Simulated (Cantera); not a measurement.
Input: 1 mol Si, 10 mol HCl, 14 mol H2, equilibrated at 352 °C and 1330 Pa.

Equilibrium computed with Cantera from the NASA thermochemical tables; the gas is ideal and each condensed phase is pure. Candidate condensed phases: Si; 19 gas species. The numbers say what is thermodynamically allowed, not how fast it happens.

Base state: H2 0.696, HCl 0.261, SiCl4 0.0435 (mole fractions); condensed: gas only.

Task: What changes in the equilibrium state with this change: HCl from 10 to 1.1 mol?

Result: 
| species | before | after |
|---|---|---|
| H2 | 0.696 | 0.980 |
| SiCl4 | 0.0435 | 0.0144 |
| SiHCl3 | 5.60e-6 | 0.00541 |
| HCl | 0.261 | 0.000126 |
| SiH2Cl2 | <1e-9 | 0.000110 |
| Si(s), mol | 0 | 0.705 |
